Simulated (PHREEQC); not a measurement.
Consider water at 20 °C with 0.0022 mol KH2PO4 and 3.2e-05 mol K2HPO4 per kg of water. Closed to the air; pH follows from the charge balance.

Equilibrium calculation in PHREEQC: ion-association model, wateq4f.dat.

The pH is 5.38. The ionic strength is 0.00231 mol/kgw and the total alkalinity is 0.0320 meq/kg.

| species | molality | activity | log γ |
|---|---|---|---|
| K+ | 0.00226 | 0.00215 | -0.023 |
| H2PO4- | 0.00219 | 0.00208 | -0.022 |
| HPO4-2 | 3.74e-5 | 3.04e-5 | -0.090 |
| H+ | 4.34e-6 | 4.14e-6 | -0.021 |
| H3PO4 | 1.19e-6 | 1.19e-6 | 0.000 |
| KHPO4- | 1.34e-7 | 1.27e-7 | -0.022 |
| OH- | 1.73e-9 | 1.64e-9 | -0.023 |

No solid was allowed to form. H3PO4, which wateq4f.dat lacks, is added to it with the constant of phreeqc.dat.
